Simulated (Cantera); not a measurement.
Feed: 1 mol H2S, 0.31 mol H2, held at 1.00 bar.

Cantera equilibrium calculation (NASA polynomials, part measured and part estimated; ideal gas, pure solids and liquids). Candidate condensed phases: S; 7 gas species. Gases not in the tables: S3 to S7. The numbers say what is thermodynamically allowed, not how fast it happens.

x: gas mole fraction; nothing condenses.

```
T (K)  x H2S   x H2      x S2      x SH         x S
-----  -----  -----  --------  --------  ----------
973    0.763  0.237  0.000308   5.46e-6  (withheld)
1073   0.757  0.241   0.00234   3.58e-5  (withheld)
1173   0.733  0.256    0.0109  0.000162  (withheld)
1273   0.678  0.291    0.0308  0.000530  (withheld)
1373   0.596  0.343    0.0598   0.00134  (withheld)
1473   0.505  0.400    0.0922   0.00279  (withheld)
1573   0.415  0.456     0.123   0.00506  (withheld)
1673   0.336  0.505     0.151   0.00826  (withheld)
1773   0.269  0.546     0.173    0.0124  (withheld)
1873   0.215  0.577     0.189    0.0175  (withheld)
1973   0.172  0.601     0.202    0.0234  (withheld)
```

Task: Complete the blanks.

Result: 
- 973, x S: 5.90e-11
- 1073, x S: 1.96e-9
- 1173, x S: 3.34e-8
- 1273, x S: 3.21e-7
- 1373, x S: 1.99e-6
- 1473, x S: 8.98e-6
- 1573, x S: 3.21e-5
- 1673, x S: 9.56e-5
- 1773, x S: 0.000247
- 1873, x S: 0.000570
- 1973, x S: 0.00119
